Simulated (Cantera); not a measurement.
Cantera run:

```python
import numpy as np
import cantera as ct

gas_names = """
    AL ALCL ALCL2 ALCL3 ALO ALOCL ALO2 AL2 AL2CL6 AL2O AL2O2 CL CLO CL2 O O2 O3
""".split()
cond_names = """
    AL(cr) AL(L) ALCL3(s) ALCL3(L) AL2O3(a) AL2O3(L)
""".split()


# ... load() reads the species with a 1 bar reference pressure and builds the phases ...
atoms = {
    'Al2O3': {'AL': 2, 'O': 3},
    'Cl2': {'CL': 2},
    'O2': {'O': 2},
}
top_T = {}  # K; cautious upper limits of use, not melting points


# ... equilibrate(T, P, feed) seeds the gas with the atoms and calls Mixture.equilibrate('TP', solver="vcs", rtol=1e-11, max_steps=5000) ...
results = []
feed = {'Al2O3': 1, 'Cl2': 8.9, 'O2': 0.19}  # mol
P = 56000  # Pa
for T in [1150, 1200, 1250, 1300, 1350, 1400, 1450]:
    mix = equilibrate(T, P, feed)
    results.append((T, P, feed, dict(zip(mix.species_names, mix.species_moles))))

top = {s: max(r[3][s] / sum(r[3][g] for g in gas_names) for r in results) for s in gas_names}
cols = sorted((s for s in top if top[s] > 1e-06), key=lambda s: -top[s])[:5]
seen = [c for c in cond_names if any(r[3].get(c, 0) > 1e-12 for r in results)]
print("log10 of partial pressures in bar; condensed amounts in mol")
print(f"{'T/K':>10s}" + "".join(f"{s[:9]:>10s}" for s in cols + seen))
for T, P, feed, n in results:
    ng = sum(n[g] for g in gas_names)
    print(f"{T:10.4g}" + "".join(f"{np.log10(max(n[s] / ng * P / 1e5, 1e-99)):10.3f}" for s in cols)
          + "".join(f"{n.get(c, 0):10.4g}" for c in seen))
```

Result:

```
log10 of partial pressures in bar; condensed amounts in mol
       T/K       CL2        CL        O2     ALCL3       CLO  AL2O3(a)
      1150    -0.263    -2.693    -1.932    -4.929    -5.021    0.9999
      1200    -0.264    -2.457    -1.932    -4.464    -4.829    0.9997
      1250    -0.266    -2.241    -1.932    -4.039    -4.652    0.9993
      1300    -0.269    -2.041    -1.930    -3.651    -4.488    0.9982
      1350    -0.273    -1.856    -1.924    -3.297    -4.336    0.9959
      1400    -0.279    -1.686    -1.912    -2.978    -4.192    0.9913
      1450    -0.288    -1.528    -1.891    -2.693    -4.055    0.9831
```

Cantera equilibrium calculation (NASA polynomials, part measured and part estimated; ideal gas, pure solids and liquids).
